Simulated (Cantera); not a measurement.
A perfectly stirred reactor is fed with CH4 : H2 : O2 : N2 : H2O = 1 : 0.075 : 4.63 : 17.4 : 0.9 (molar parts), equivalence ratio 0.44, at 3750 Torr; it is adiabatic with a 550 K inlet, and is followed from long to short residence time, starting on the burning branch (τ in s: 0.027, 0.0087, 0.0028, 0.00092, 0.0003, 9.8e-05, 3.2e-05, 1e-05, 3.4e-06).

Model: GRI-Mech 3.0 (53 species, 325 reactions), integrated in Cantera.

x: mole fraction; the columns are a selection and need not sum to one.

| τ (s) | T (K) | x CH4 | x H2 | x O2 | x CH3 | x CH2CO | x C2H6 | x C2H2 |
|---|---|---|---|---|---|---|---|---|
| 0.027 | 1522 | 5.56e-5 | 2.89e-5 | 0.108 | 6.65e-6 | 1.56e-7 | 6.88e-8 | 8.29e-8 |
| 0.0087 | 1512 | 0.000143 | 7.70e-5 | 0.109 | 1.56e-5 | 7.13e-7 | 3.27e-7 | 2.40e-7 |
| 0.0028 | 1474 | [?] | [?] | 0.112 | [?] | [?] | [?] | [?] |
| 0.00092 | 550 | 0.0417 | 0.00312 | 0.193 | <1e-12 | <1e-12 | <1e-12 | <1e-12 |
| 0.00030 | 550 | 0.0417 | 0.00312 | 0.193 | <1e-12 | <1e-12 | <1e-12 | <1e-12 |
| 9.8e-5 | 550 | 0.0417 | 0.00312 | 0.193 | <1e-12 | <1e-12 | <1e-12 | <1e-12 |
| 3.2e-5 | 550 | 0.0417 | 0.00312 | 0.193 | <1e-12 | <1e-12 | <1e-12 | <1e-12 |
| 1.0e-5 | 550 | 0.0417 | 0.00312 | 0.193 | <1e-12 | <1e-12 | <1e-12 | <1e-12 |
| 3.4e-6 | 550 | 0.0417 | 0.00312 | 0.193 | <1e-12 | <1e-12 | <1e-12 | <1e-12 |

Q: Complete the blanks.

A: 
- 0.0028, x CH4: 0.000537
- 0.0028, x H2: 0.000292
- 0.0028, x CH3: 3.97e-5
- 0.0028, x CH2CO: 5.31e-6
- 0.0028, x C2H6: 2.84e-6
- 0.0028, x C2H2: 7.98e-7
